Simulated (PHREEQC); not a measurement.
Copper plating or etch bath: an equilibrium model

Consider water at 62 °C with 0.018 mol/kgw CuSO4, 0.074 mol/kgw H2SO4 and 0.00028 mol/kgw FeCl3. It is in equilibrium with CO2 at log p = -1 (atm). Otherwise closed; pH follows from the charge balance.

Model: ion-association model, wateq4f.dat, run in PHREEQC.

Each row changes one thing in this solution. No solid was allowed to form.

```csv
case,pH,ionic strength (mol/kgw),HSO4- (mol/kgw),Cu+2 (mol/kgw),SO4-2 (mol/kgw),CuSO4 (mol/kgw),SI of Goethite (FeOOH),SI of Hematite (Fe2O3)
as made,1.23,0.126,0.0749,0.0134,0.0123,0.00460,+0.02,+2.21
diluted 2-fold with water,1.49,0.0679,0.0347,0.00656,0.00873,0.00242,+0.63,+3.43
diluted 5-fold with water,1.82,0.0311,0.0120,0.00265,0.00543,0.000950,+1.39,+4.95
H2SO4 from 0.074 to 0.0148 mol/kgw,1.94,0.0613,0.0157,0.0120,0.0109,0.00590,+2.21,+6.57
FeCl3 from 0.00028 to 0.0014 mol/kgw,1.23,0.128,0.0740,0.0133,0.0121,0.00446,+0.72,+3.60
```

Species that the database lacks are ignored. Some of these states are supersaturated (in Hematite (slow to form), Goethite (slow to form), for instance). At this temperature some constants are extrapolated from 25 °C, and those without enthalpy data are left unchanged.
